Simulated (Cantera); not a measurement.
A perfectly stirred reactor is fed with NO : N₂ : H₂O = 1 : 5 : 0.042 (molar parts), at 0.630 bar; it is held at 1900 K, and followed from long to short residence time.

Model: GRI-Mech 3.0 (53 species, 325 reactions), integrated in Cantera.

x: mole fraction; the columns are a selection and need not sum to one.

```tsv
τ (s)	x NO	x N₂O	x NO₂	x N₂	x O₂	x O
6.0	0.0883	3.23e-6	6.19e-5	0.866	0.0384	7.50e-5
0.99	0.144	8.41e-6	5.39e-5	0.838	0.0107	4.08e-5
0.16	0.162	1.04e-5	…	0.829	…	…
0.027	0.165	1.03e-5	…	0.828	…	…
0.0044	0.165	8.67e-6	9.06e-6	0.828	5.22e-5	5.51e-6
0.00073	0.165	4.31e-6	3.94e-6	0.828	1.36e-6	1.74e-6
0.00012	0.166	1.02e-6	2.86e-7	0.828	7.86e-9	3.92e-7
```

**Question.** What belongs in the gaps?

**Answer.** 
- 0.16, x NO₂: 2.61e-5
- 0.16, x O₂: 0.00182
- 0.16, x O: 1.83e-5
- 0.027, x NO₂: 1.27e-5
- 0.027, x O₂: 0.000311
- 0.027, x O: 8.99e-6
